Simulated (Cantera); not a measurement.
A freely propagating, adiabatic, planar premixed flame of 9.43 % CH4, 2.83 % H2, 18.4 % O2, 69.3 % N2, equivalence ratio 1.1, unburnt at 350 K and 490000 Pa; multicomponent+Soret transport, grid criteria slope 0.08 and curve 0.16, no radiation.

Model: GRI-Mech 3.0 (53 species, 325 reactions), integrated in Cantera. Burning velocities carry a grid error of a few per cent, more on coarse grids.

x: mole fraction of selected species; z is measured from the peak of heat release.

```json
[
 {"z (mm)": "-0.387", "T (K)": "350", "u (m/s)": "0.304", "x CH4": "0.0944", "x H2": "0.0275", "x O2": "0.184", "x CH3": "<1e-8", "x H2O2": "2.08e-8", "x HCN": "<1e-8"},
 {"z (mm)": "-0.258", "T (K)": "353", "u (m/s)": "0.306", "x CH4": "0.0942", "x H2": "0.0258", "x O2": "0.184", "x CH3": "<1e-8", "x H2O2": "3.38e-7", "x HCN": "<1e-8"},
 {"z (mm)": "-0.194", "T (K)": "367", "u (m/s)": "0.317", "x CH4": "0.0931", "x H2": "0.0237", "x O2": "0.184", "x CH3": "2.76e-8", "x H2O2": "2.24e-6", "x HCN": "1.28e-8"},
 {"z (mm)": "-0.129", "T (K)": "…", "u (m/s)": "0.411", "x CH4": "0.0858", "x H2": "0.0208", "x O2": "0.179", "x CH3": "…", "x H2O2": "…", "x HCN": "…"},
 {"z (mm)": "-0.0646", "T (K)": "…", "u (m/s)": "0.880", "x CH4": "…", "x H2": "0.0211", "x O2": "…", "x CH3": "…", "x H2O2": "…", "x HCN": "…"},
 {"z (mm)": "-0.0323", "T (K)": "1466", "u (m/s)": "1.29", "x CH4": "0.0299", "x H2": "0.0223", "x O2": "0.0871", "x CH3": "0.000976", "x H2O2": "2.14e-5", "x HCN": "4.30e-6"},
 {"z (mm)": "0", "T (K)": "1878", "u (m/s)": "1.66", "x CH4": "0.00584", "x H2": "0.0212", "x O2": "0.0381", "x CH3": "0.00148", "x H2O2": "2.36e-6", "x HCN": "7.80e-6"},
 {"z (mm)": "0.0323", "T (K)": "2044", "u (m/s)": "1.80", "x CH4": "0.000257", "x H2": "0.0170", "x O2": "0.0141", "x CH3": "0.000144", "x H2O2": "7.03e-7", "x HCN": "6.35e-6"},
 {"z (mm)": "0.0646", "T (K)": "2103", "u (m/s)": "1.85", "x CH4": "6.42e-6", "x H2": "0.0153", "x O2": "0.00751", "x CH3": "4.50e-6", "x H2O2": "5.02e-7", "x HCN": "2.46e-6"},
 {"z (mm)": "0.129", "T (K)": "2164", "u (m/s)": "1.90", "x CH4": "<1e-8", "x H2": "0.0146", "x O2": "0.00417", "x CH3": "<1e-8", "x H2O2": "3.42e-7", "x HCN": "3.81e-7"},
 {"z (mm)": "0.258", "T (K)": "2216", "u (m/s)": "1.94", "x CH4": "<1e-8", "x H2": "0.0136", "x O2": "0.00217", "x CH3": "<1e-8", "x H2O2": "2.04e-7", "x HCN": "2.64e-8"},
 {"z (mm)": "0.517", "T (K)": "2250", "u (m/s)": "1.96", "x CH4": "<1e-8", "x H2": "0.0128", "x O2": "0.000948", "x CH3": "<1e-8", "x H2O2": "1.02e-7", "x HCN": "<1e-8"},
 {"z (mm)": "1.03", "T (K)": "2268", "u (m/s)": "1.98", "x CH4": "<1e-8", "x H2": "0.0123", "x O2": "0.000394", "x CH3": "<1e-8", "x H2O2": "4.81e-8", "x HCN": "<1e-8"}
]
```

Q: Fill in the missing entries.

A: 
- -0.129, T (K): 476
- -0.129, x CH3: 5.42e-7
- -0.129, x H2O2: 1.80e-5
- -0.129, x HCN: 1.96e-7
- -0.0646, T (K): 1010
- -0.0646, x CH4: 0.0569
- -0.0646, x O2: 0.134
- -0.0646, x CH3: 0.000108
- -0.0646, x H2O2: 6.21e-5
- -0.0646, x HCN: 1.96e-6
